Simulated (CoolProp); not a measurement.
Vapour pressure (MPa) of c-C4F8 (RC318): the reference equation beside estimates from Tc = 115.2 °C, pc = 2.778 MPa, ω = 0.355. Clausius-Clapeyron is anchored at 37.95 °C with a constant enthalpy of vaporisation of 19.63 kJ/mol.

Model: reference Helmholtz-energy equation of state, Platzer 1990, in CoolProp. This equation is an older, rougher fit; its heat capacities, sound speeds and derivatives of the liquid may be far off and weren't checked against measurements.

```tsv
T (°C)	reference	Clausius-Clapeyron	Redlich-Kwong	Soave-Redlich-Kwong	Peng-Robinson
10.95	0.1943	0.2254	0.3484	0.1945	0.1933
16.35	0.2348	0.2632	0.4040	0.2351	0.2332
21.75	0.2813	0.3055	0.4656	0.2820	0.2793
27.15	0.3346	0.3528	0.5335	0.3358	0.3321
32.55	0.3951	0.4054	0.6080	0.3970	0.3923
37.95	0.4636	0.4636	0.6894	0.4663	0.4604
43.35	0.5406	0.5277	0.7780	0.5444	0.5373
48.75	0.6268	0.5980	0.8742	0.6320	0.6235
54.25	0.7248	0.6764	0.9801	0.7317	0.7218
59.65	0.8317	0.7604	1.092	0.8405	0.8293
65.05	0.9500	0.8516	1.213	0.9610	0.9485
70.45	1.080	0.9503	1.342	1.094	1.080
75.85	1.224	1.057	1.480	1.240	1.225
```

Absolute difference from the reference over all 13 rows, mean and median: Clausius-Clapeyron 7.9 and 8.6 %, Redlich-Kwong 46.3 and 43.9 %, Soave-Redlich-Kwong 0.7 and 0.7 %, Peng-Robinson 0.5 and 0.5 %.
